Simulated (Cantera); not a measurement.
## Thermodynamics of chlorosilane synthesis and conversion, feed SiCl4 + Cl2 + H2

Feed: 1 mol SiCl4, 1.8 mol Cl2, 8.9 mol H2, equilibrated at 1.00 bar.

Cantera equilibrium calculation (NASA polynomials, part measured and part estimated; ideal gas, pure solids and liquids). Candidate condensed phases: Si; 19 gas species. The tables' values for SiCl3 are old estimates; treat these amounts as uncertain. The numbers say what is thermodynamically allowed, not how fast it happens.

From 675 °C to 1200 °C nothing is condensed. The main Si-bearing gas is SiCl4 throughout.

```csv
T (°C),x H2,x HCl,x SiCl4,x SiCl3,x SiCl2,x SiHCl3
675,0.606,0.308,0.0847,8.27e-6,2.73e-8,0.000750
750,0.605,0.309,0.0840,4.16e-5,4.34e-7,0.00139
825,0.604,0.310,0.0829,0.000165,4.64e-6,0.00235
900,0.603,0.312,0.0812,0.000543,3.58e-5,0.00366
975,0.600,0.315,0.0784,0.00151,0.000209,0.00526
1050,0.595,0.319,0.0737,0.00357,0.000944,0.00696
1125,0.587,0.328,0.0660,0.00715,0.00331,0.00829
1200,0.574,0.342,0.0546,0.0119,0.00887,0.00861
```
x: gas mole fraction; nothing condenses.
